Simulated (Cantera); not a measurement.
# Ammonia decomposition in nitride growth gas

An isothermal, constant-pressure homogeneous reactor starts with 38.5 % NH3, 61.5 % H2, at 1575 K and 0.0266 atm.

Model: the gas-phase N/H chemistry of the illustrative SiF4/NH3 mechanism in the Surface Chemkin manual (1991), integrated in Cantera. Walls and surfaces, which speed up NH3 decomposition in real reactors, are not modelled.

| t (s) | x NH3 | x H2 | x N2 | x N | x NH | x NH2 | x N2H2 |
|---|---|---|---|---|---|---|---|
| 5.00e-5 | 0.385 | 0.615 | <1e-12 | <1e-12 | <1e-12 | 1.74e-8 | <1e-12 |
| 0.000230 | 0.385 | 0.615 | <1e-12 | <1e-12 | <1e-12 | 8.13e-8 | <1e-12 |
| 0.00106 | 0.385 | 0.615 | 1.35e-12 | <1e-12 | 1.18e-11 | 3.75e-7 | 3.39e-12 |
| 0.00486 | 0.385 | 0.615 | 3.63e-10 | <1e-12 | 2.60e-10 | 1.73e-6 | 1.36e-10 |
| 0.0224 | 0.385 | 0.615 | 4.91e-8 | 2.72e-11 | 5.52e-9 | 7.93e-6 | 3.50e-9 |
| 0.103 | 0.385 | 0.615 | 5.76e-6 | 2.36e-9 | 1.09e-7 | 3.54e-5 | 8.02e-8 |
| 0.473 | 0.384 | 0.616 | 0.000255 | 1.80e-8 | 4.26e-7 | 7.03e-5 | 3.51e-7 |
| 2.17 | 0.380 | 0.618 | 0.00171 | 1.81e-8 | 4.27e-7 | 6.99e-5 | 3.47e-7 |
| 10.0 | 0.362 | 0.630 | 0.00812 | 1.82e-8 | 4.20e-7 | 6.77e-5 | 3.23e-7 |
x: mole fraction; the columns are a selection and need not sum to one.

Equilibrium at this temperature and pressure: NH3 3.96e-7, H2 0.861, N2 0.139, N <1e-12, NH 5.52e-12, NH2 2.54e-10, N2H2 <1e-12 (gas phase only).
